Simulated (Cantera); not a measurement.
Feed: 1 mol toluene, 5.1 mol CO2, held at 2873.15 K and 0.0140 bar.

These are equilibrium values from Cantera (NASA tables, ideal gas, pure condensed phases), not measurements of a reactor. Candidate condensed phases: C, C6H6, C7H8, C8H18, H2O; 110 gas species. Equilibrium is a limit: real reactors are often held back by kinetics, nucleation or transport.

Base state: CO 0.613, H 0.277, H2 0.0970, C3 0.00542, C2H2 (acetylene) 0.00411, C2H 0.00166, C 0.00103, C2 0.000537 (mole fractions); condensed: C(graphite).

### Question
What changes in the equilibrium state with this change: CO2 from 5.1 to 0.091 mol?

### Answer
| species | before | after |
|---|---|---|
| H | 0.277 | 0.554 |
| H2 | 0.0970 | 0.388 |
| CO | 0.613 | 0.0311 |
| C2H2 (acetylene) | 0.00411 | 0.0164 |
| CH2 | 3.58e-6 | 1.43e-5 |
| C2H2 (vinylidene) | 9.54e-6 | 3.81e-5 |
| C4H2 | 7.25e-5 | 0.000290 |
| C2H | 0.00166 | 0.00333 |
| C(graphite), mol | 1.39 | 6.56 |
